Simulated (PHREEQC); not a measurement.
**Copper plating or etch bath (model solution)**

Dissolve 0.046 mol CuSO4 and 0.0063 mol Na2SO4 per kg of water at 25 °C. It is in equilibrium with CO2 at log p = -3.4 (atm). Otherwise closed; pH follows from the charge balance.

Computed with PHREEQC (ion-association model, wateq4f.dat).

Precipitation was switched off in this run.

Problem. Predict the pH.

Solution. pH 4.66.

Problem. In which forms is Cu present?

Solution. Cu+2 55 %, CuSO4 45 % of the Cu.

Saturation is exceeded, for instance for Antlerite, Brochantite; the values hold only as long as no solid forms.
